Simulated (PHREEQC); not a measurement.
A solution holds 21 mmol/kgw ZnSO4, 0.071 mmol/kgw KCl and 0.38 mmol/kgw H2SO4, at 7.8 °C. Closed to the air; pH follows from the charge balance.

All values are PHREEQC results (ion-association model, phreeqc.dat), not measurements.

| quantity | before | after |
|---|---|---|
| pH | 3.34 | 3.58 |
| ionic strength (mol/kgw) | 0.0532 | 0.0294 |
| Zn+2 (mol/kgw) | 0.0131 | 0.00723 |
| SO4-2 (mol/kgw) | 0.0124 | 0.00713 |
| ZnSO4 (mol/kgw) | 0.00705 | 0.00306 |
| Zn(SO4)2-2 (mol/kgw) | 0.000840 | 0.000208 |
| SI of Sylvite (KCl) | -9.30 | -9.86 |

Which change was made?
A. diluted 2-fold with water
B. temperature from 7.8 to 40 °C
C. diluted 10-fold with water
D. H2SO4 from 0.00038 to 0.0019 mol/kgw

A, diluted 2-fold with water

Precipitation was switched off in this run. Constants without temperature data keep their 25 °C values here.
